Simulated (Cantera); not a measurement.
# Counterflow diffusion flame

A counterflow diffusion flame at 0.450 bar, nozzles 20 mm apart: fuel side CH4 : CO : N2 = 1 : 0.077 : 2 (molar parts) at 498 K, oxidiser side O2 : N2 = 0.28 : 0.72 (molar parts) at 300 K, fuel mass flux 0.63 times the oxidiser's; mixture-averaged transport, no radiation.

Computed with Cantera and GRI-Mech 3.0 (53 species, 325 reactions). GRI-Mech 3.0 has no aromatics or soot, which form on the fuel side of real flames. The maximum strain rate includes the flame's own expansion and is several times the mean. A flux with no burning solution from the previous one only brackets extinction.

| oxidiser flux (kg/m²/s) | max strain (1/s) | mean strain (1/s) | T max (K) | peak x OH | peak x H | peak x NO | peak x CO | peak x C2H2 |
|---|---|---|---|---|---|---|---|---|
| 0.11 | 123 | 23.7 | 2013 | 0.00821 | 0.00492 | 0.000231 | 0.0560 | 0.00696 |
| 0.16 | 168 | 34.5 | 1996 | 0.00811 | 0.00515 | 0.000207 | 0.0558 | 0.00671 |
| 0.22 | 221 | 47.4 | 1980 | 0.00795 | 0.00531 | 0.000183 | 0.0555 | 0.00642 |
| 0.3 | 290 | 64.6 | 1964 | 0.00779 | 0.00545 | 0.000158 | 0.0553 | 0.00606 |
| 0.41 | 384 | 88.3 | 1946 | 0.00758 | 0.00555 | 0.000132 | 0.0553 | 0.00562 |
| 0.57 | 516 | 123 | 1925 | 0.00727 | 0.00557 | 0.000104 | 0.0555 | 0.00503 |
| 0.79 | 694 | 170 | 1898 | 0.00681 | 0.00546 | 7.51e-5 | 0.0557 | 0.00424 |
| 1.1 | 939 | 237 | 1860 | 0.00615 | 0.00512 | 4.69e-5 | 0.0561 | 0.00323 |
| 1.5 | 1240 | 323 | 1804 | 0.00514 | 0.00436 | 2.21e-5 | 0.0564 | 0.00202 |
x: mole fraction; the columns are a selection and need not sum to one.

At the next flux tried, 2.1 kg/m²/s, no burning solution was found from the previous one.
